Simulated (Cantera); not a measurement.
N2O furnace oxynitridation

An isothermal, constant-pressure homogeneous reactor starts with 66.5 % N2O, 0.273 % H2, 33.2 % N2, at 1500 K and 0.0133 bar.

Cantera simulation using GRI-Mech 3.0 (53 species, 325 reactions); the numbers are that mechanism's predictions, not measurements. GRI-Mech 3.0 was tuned for natural gas; its chemistry of N2O as a main component is partial and can be far from experiment. Radical loss at walls, strong at low pressure, is not modelled. The temperature is held fixed by assumption; the heat of reaction is taken as removed at once.

```tsv
t (s)	x N2O	x H2	x O	x NO	x H	x NO2	x HO2
0.000200	0.665	0.00272	3.48e-5	7.01e-6	3.97e-7	2.47e-12	2.94e-8
0.000522	0.665	0.00271	5.51e-5	3.42e-5	9.61e-7	3.87e-10	4.12e-7
0.00136	0.664	0.00264	6.18e-5	0.000127	2.09e-6	3.89e-8	3.80e-6
0.00356	0.662	0.00233	6.22e-5	0.000381	3.60e-6	1.58e-6	1.56e-5
0.00928	0.657	0.00144	6.51e-5	0.00103	2.77e-6	1.77e-5	1.89e-5
0.0242	0.646	0.000467	6.80e-5	0.00270	8.09e-7	7.75e-5	1.13e-5
0.0632	0.621	5.72e-5	6.91e-5	0.00705	1.77e-7	0.000161	4.26e-6
0.165	0.561	7.61e-7	6.90e-5	0.0176	1.18e-7	0.000184	1.66e-6
0.431	0.434	1.48e-7	6.84e-5	0.0399	1.42e-7	0.000166	6.40e-7
1.12	0.233	1.84e-7	6.73e-5	0.0748	1.97e-7	0.000100	1.89e-7
2.94	0.0537	2.62e-7	6.45e-5	0.105	2.93e-7	4.11e-5	3.48e-8
7.66	0.00185	1.94e-7	3.97e-5	0.114	1.72e-7	3.40e-5	7.75e-9
20.0	7.04e-6	7.77e-8	1.57e-5	0.114	4.34e-8	6.62e-5	8.75e-9
```
x: mole fraction; the columns are a selection and need not sum to one.

Equilibrium at this temperature and pressure: N2O 8.99e-9, H2 6.73e-8, O 1.76e-5, NO 0.00130, H 3.98e-8, NO2 8.73e-7, HO2 1.06e-8 (gas phase only).
